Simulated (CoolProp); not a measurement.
Ethanol along the isotherm 524.5 K: Z from the reference equation and from simpler models built on Tc = 514.7 K, pc = 6.268 MPa, ω = 0.644; each cubic takes its own stable root.

Values from CoolProp's reference Helmholtz-energy equation of state, Schroeder 2014.

```tsv
p (MPa)	phase	reference
1.96	gas	0.9081
3.92	gas	0.7934
5.88	gas	0.6201
7.83	supercritical	0.2349
9.79	supercritical	0.2339
11.8	supercritical	0.2618
13.7	supercritical	0.2916
15.7	supercritical	0.3238
17.6	supercritical	0.3546
19.6	supercritical	0.3869
21.5	supercritical	0.4175
23.5	supercritical	0.4495
25.5	supercritical	0.4812
27.4	supercritical	0.5110
29.4	supercritical	0.5422
31.3	supercritical	0.5717
```

Task: How far does each simpler model (van der Waals, Redlich-Kwong, Soave-Redlich-Kwong, Peng-Robinson) lie from the reference over these 16 states: mean and median of the absolute difference, and the worst?

Result: 
- van der Waals: mean 45.8 %, median 57.0 %, worst +58.3 % at 524.5 K and 13.7 MPa
- Redlich-Kwong: mean 22.9 %, median 25.3 %, worst +32.7 % at 524.5 K and 9.79 MPa
- Soave-Redlich-Kwong: mean 25.2 %, median 27.7 %, worst +38.6 % at 524.5 K and 9.79 MPa
- Peng-Robinson: mean 15.5 %, median 15.0 %, worst +27.4 % at 524.5 K and 7.83 MPa
